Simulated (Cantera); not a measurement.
Source: NASA polynomial tables (part measured, part estimated), evaluated in Cantera. Values are per mole of reaction as written; species without (g) are pure solids or liquids, kept so even where they would boil at 1 bar.

CaO + F2(g) ⇌ CaF2 + O(g)

```tsv
T (K)	ΔH° (kJ)	ΔS° (J/K)	ΔG° (kJ)	log10 K
300	-341.6	-11.3	-338.2	58.89
975	-330.9	7.3	-338.0	18.11
1075	…	…	…	…
1175	…	…	…	…
1275	-323.9	13.5	-341.1	13.97
1375	-321.1	15.6	-342.5	13.01
1475	-312.3	21.8	-344.4	12.20
1575	-307.3	25.0	-346.7	11.50
1675	…	…	…	…
```

Q: Fill in the missing entries.

A: 
- 1075, ΔH° (kJ): -328.8
- 1075, ΔS° (J/K): 9.3
- 1075, ΔG° (kJ): -338.8
- 1075, log10 K: 16.46
- 1175, ΔH° (kJ): -326.5
- 1175, ΔS° (J/K): 11.3
- 1175, ΔG° (kJ): -339.9
- 1175, log10 K: 15.11
- 1675, ΔH° (kJ): -302.3
- 1675, ΔS° (J/K): 28.1
- 1675, ΔG° (kJ): -349.4
- 1675, log10 K: 10.90
